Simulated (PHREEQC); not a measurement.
## Ultrapure water in contact with air or piping: an equilibrium model

A made-up water analysis in mg/kgw, 25 °C, pH 6.8, pe 2.6:

| constituent | mg/kgw |
|---|---|
| Na | 0.0386 |
| K | 0.00519 |
| Ca | 0.0317 |
| Mg | 0.00062 |
| Cl | 0.0236 |
| S(6) as SO4 | 0.0904 |
| Alkalinity as HCO3 | 0.0516 |
| Si as SiO2 | 0.00179 |
| Fe(2) | 0.00031 |
| B | 0.000433 |

Valence states are taken as typed.

Equilibrium calculation in PHREEQC: ion-association model, wateq4f.dat.

Each row changes one thing in this solution. No solid was allowed to form.

| case | HCO3- (mol/kgw) | CO2 (mol/kgw) | CO3-2 (mol/kgw) | H2BO3- (mol/kgw) | H3SiO4- (mol/kgw) | FeOH+ (mol/kgw) | SI of Quartz (SiO2) |
|---|---|---|---|---|---|---|---|
| as made | 9.41e-7 | 3.34e-7 | 2.81e-10 | 1.45e-10 | 2.78e-11 | 1.10e-11 | -3.55 |
| pH from 6.8 to 7.1 at the same alkalinity | … | 1.42e-7 | … | 2.89e-10 | 5.54e-11 | 2.18e-11 | -3.55 |
| Alkalinity from 0.0516 to 0.103 mg/kgw | 1.78e-6 | 6.33e-7 | … | 1.45e-10 | 2.78e-11 | 1.10e-11 | -3.55 |
| Mg from 0.00062 to 0.00031 mg/kgw | 9.41e-7 | 3.34e-7 | 2.81e-10 | 1.45e-10 | 2.78e-11 | 1.10e-11 | -3.55 |
| pH from 6.8 to 7.8 at the same alkalinity | … | 8.00e-9 | … | 1.41e-9 | 2.75e-10 | 1.08e-10 | -3.55 |

What belongs in the gaps?


- pH from 6.8 to 7.1 at the same alkalinity, HCO3- (mol/kgw): 7.98e-7
- pH from 6.8 to 7.1 at the same alkalinity, CO3-2 (mol/kgw): 4.75e-10
- Alkalinity from 0.0516 to 0.103 mg/kgw, CO3-2 (mol/kgw): 5.32e-10
- pH from 6.8 to 7.8 at the same alkalinity, HCO3- (mol/kgw): 2.25e-7
- pH from 6.8 to 7.8 at the same alkalinity, CO3-2 (mol/kgw): 6.71e-10

Species that the database lacks are ignored.
